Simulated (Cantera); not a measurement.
Input: 1 mol SiH2Cl2, 8.7 mol O2, held at 1750 K and 60.0 mbar.

Cantera equilibrium calculation (NASA polynomials, part measured and part estimated; ideal gas, pure solids and liquids). Candidate condensed phases: H2O, Si, SiO2; 30 gas species. The tables hold silica as quartz up to 1696 K and as liquid above; real silica turns to tridymite and cristobalite and melts near 1996 K. The numbers say what is thermodynamically allowed, not how fast it happens.

Base state: O2 0.770, HCl 0.147, Cl 0.0515, H2O 0.0281, Cl2 0.00259, OH 0.000749, O 0.000268, ClO 0.000207 (mole fractions); condensed: SiO2(condensed).

Question: What changes in the equilibrium state with this change: O2 from 8.7 to 27 mol?

Answer: 
```
species                 before     after
--------------------  --------  --------
O2                       0.770     0.916
HCl                      0.147    0.0451
Cl                      0.0515    0.0246
H2O                     0.0281    0.0127
Cl2                    0.00259  0.000590
HOCl                   1.20e-5   4.03e-6
ClO                   0.000207  0.000108
SiO2(condensed), mol      1.00     1.000
```
